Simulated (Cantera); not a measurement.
Cantera with NASA thermochemical tables; ideal gases at 1 bar, condensed phases pure. Values are per mole of reaction as written; species without (g) are pure solids or liquids, kept so even where they would boil at 1 bar.

10 N2O(g) + P4(g) = 10 N2(g) + P4O10, with ΔH° = -3884.8 kJ and ΔS° = -334.9 J/K at 300 K.

Problem. How far is the shortcut ΔG° ≈ ΔH°(300 K) − T·ΔS°(300 K) from the full temperature-dependent value at 548, 573, 598, 623, 648, 673 K?

Solution. 
```csv
T (K),shortcut (kJ),full (kJ),difference (kJ),difference in log10 K
548,-3701.3,-3705.6,4.3,-0.41
573,-3692.9,-3698.1,5.1,-0.47
598,-3684.5,-3690.6,6.1,-0.53
623,-3676.2,-3683.2,7.1,-0.59
648,-3667.8,-3676.0,8.2,-0.66
673,-3659.4,-3668.8,9.3,-0.72
```
The shortcut ignores the heat-capacity change of the reaction.
